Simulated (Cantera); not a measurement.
Gas mixture: NO = 0.71 (molar parts), at 0.987 atm, frozen composition.

Cantera's kinetic-theory transport with the Lennard-Jones parameters of GRI-Mech 3.0, ideal gas; thermal conductivity in the multicomponent form. The composition is frozen, though it would react at the higher temperatures.

One state of this run: ρ (kg/m³) = 0.516; cp (J/kg/K) = 1067; μ (µPa s) = 34.0; λ (mW/m/K) = 51.2; Pr = 0.708; D (cm²/s) CH4 = 0.977; D (cm²/s) OH = 1.35; D (cm²/s) NO = 180. D: mixture-averaged diffusion coefficient of that species in the mixture.

### Question
Which value of T (K) does it belong to?
A) 900
B) 400
C) 700
D) 1200

### Answer
C, 700
